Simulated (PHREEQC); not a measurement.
Consider water at 87 °C with 150 mmol/kgw KOH, 0.32 mmol/kgw KCl and 12 mmol/kgw NaCl. Closed to the air; pH follows from the charge balance.

The numbers come from PHREEQC with the ion-association model, wateq4f.dat.

- pH: 11.50
- ionic strength: 0.162 mol/kgw
- activity of water: 0.994
- total alkalinity: 150 meq/kg

```json
[
 {"species": "K+", "molality": "0.150", "activity": "0.105", "log γ": "-0.156"},
 {"species": "OH-", "molality": "0.150", "activity": "0.104", "log γ": "-0.158"},
 {"species": "Cl-", "molality": "0.0123", "activity": "0.00861", "log γ": "-0.156"},
 {"species": "Na+", "molality": "0.0120", "activity": "0.00871", "log γ": "-0.139"},
 {"species": "O2", "molality": "8.33e-8", "activity": "8.64e-8", "log γ": "0.016"}
]
```

No solid was allowed to form. Species that the database lacks are ignored. At this temperature some constants are extrapolated from 25 °C, and those without enthalpy data are left unchanged.
